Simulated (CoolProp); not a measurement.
Vapour-liquid equilibrium of R134a (1) + R245fa (2) at 281.7 K; x and y are mole fractions of (1).

Computed with CoolProp (multi-fluid Helmholtz-energy mixture model, Tillner-Roth 1994 and Akasaka 2015; pair parameters Akasaka 2014).

```csv
x,bubble pressure (bar),y at the bubble point,dew pressure at overall composition x (bar),liquid density (mol/L)
0.05,(withheld),0.202,0.8088,10.41
0.2,1.391,0.540,0.9283,10.72
0.35,1.852,0.712,1.089,11.02
0.5,2.316,(withheld),1.315,11.32
0.65,2.790,(withheld),1.656,11.63
0.8,3.276,0.945,2.223,11.95
0.95,3.778,(withheld),3.325,12.29
```

Some entries are withheld; supply them.


- 0.05, bubble pressure (bar): 0.9301
- 0.5, y at the bubble point: 0.818
- 0.65, y at the bubble point: 0.891
- 0.95, y at the bubble point: 0.988

No azeotrope shows between x = 0.05 and 0.95.

Pair parameters are fitted to limited data, so mixtures are less certain than the pure fluids.
